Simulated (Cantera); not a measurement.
Mixture: CH4 : O2 : N2 = 1 : 2.02 : 7.68 (molar parts), at 1.01 bar, adiabatic and at constant pressure. Ignition delay is the time to a rise of 400 K.

Cantera simulation using GRI-Mech 3.0 (53 species, 325 reactions); the numbers are that mechanism's predictions, not measurements.

What does this change do: pressure from 1.01 bar to 19.0 bar?


```tsv
quantity	before	after
delay at 1025 K	0.714 s	27.5 ms
delay at 1225 K	32.1 ms	1.73 ms
delay at 1425 K	2.59 ms	0.212 ms
delay at 1625 K	0.378 ms	36.2 µs
apparent activation energy between 1525 and 1725 K	180 kJ/mol	180 kJ/mol
```
The pressure lies above the range GRI-Mech 3.0 was tuned for (to about 10 atm).

What does this change do: CH4 1 to 0.41 parts?


```csv
quantity,before,after
delay at 1025 K,0.714 s,0.453 s
delay at 1225 K,32.1 ms,20.1 ms
delay at 1425 K,2.59 ms,1.80 ms
delay at 1625 K,0.378 ms,0.328 ms
apparent activation energy between 1525 and 1725 K,180 kJ/mol,160 kJ/mol
```
